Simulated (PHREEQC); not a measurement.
Solution (94 °C): 0.23 mol ZnSO4, 0.0025 mol NaCl and 0.00041 mol H2SO4 per kg of water. Closed to the air; pH follows from the charge balance.

Model: ion-association model, phreeqc.dat, run in PHREEQC.

Problem. The ionic strength comes out as 0.437 mol/kgw. What activity coefficients do SO4-2, Na+, NaSO4-, H+, Zn+2 get?

Solution. SO4-2 0.18, Na+ 0.68, NaSO4- 0.67, H+ 0.74, Zn+2 0.18.

No solid was allowed to form. Species that the database lacks are ignored. Away from 25 °C the constants follow the database's enthalpies or fits; those with neither stay at their 25 °C values.
